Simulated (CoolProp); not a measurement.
Nitrous oxide along the isobar 18000 kPa: Z from the reference equation and from simpler models built on Tc = 36.4 °C, pc = 7245 kPa, ω = 0.161; each cubic takes its own stable root.

Computed with CoolProp (reference Helmholtz-energy equation of state, Lemmon 2006). It is a short technical equation, of lower accuracy than the large ones.

```
T (°C)          phase  reference  Redlich-Kwong  Soave-Redlich-Kwong
------  -------------  ---------  -------------  -------------------
8.05           liquid     0.3541         0.3906               0.3853
29.95          liquid     0.3624         0.4030               0.4012
51.85   supercritical     0.3863         0.4303               0.4369
73.75   supercritical     0.4403         0.4791               0.5031
95.55   supercritical     0.5319         0.5508               0.5957
117.45  supercritical     0.6289         0.6297               0.6862
139.35  supercritical     0.7072         0.6985               0.7588
161.25  supercritical     0.7674         0.7537               0.8149
183.05  supercritical     0.8141         0.7974               0.8584
204.95  supercritical     0.8512         0.8325               0.8929
226.85  supercritical     0.8810         0.8610               0.9206
```
